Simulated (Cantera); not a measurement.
Input: 1 mol acetone, 0.023 mol O₂, at 2377 °C.

Method: chemical equilibrium by Gibbs-energy minimisation in Cantera with the NASA 1993 tables (ideal gas, pure condensed phases). Candidate condensed phases: C, C₆H₆, C₇H₈, C₈H₁₈, H₂O; 110 gas species. The feed counts by its element totals alone. The ideal-gas law is rough above about 30 bar. Kinetics and transport are ignored.

Q: What share of the C ends up in condensed phases as a function of P (Pa), at 10, 46, 220, 1000, 4600, 22000, 100000, 460000, 2200000, 10000000?

A: 
```
P (Pa)    C condensed (%)           as
--------  ---------------  -----------
10                   26.3  C(graphite)
46                   56.4  C(graphite)
220                  61.4  C(graphite)
1000                 61.8  C(graphite)
4600                 61.6  C(graphite)
22000                61.4  C(graphite)
100000               61.3  C(graphite)
460000               61.2  C(graphite)
2200000              61.0  C(graphite)
10000000             60.3  C(graphite)
```
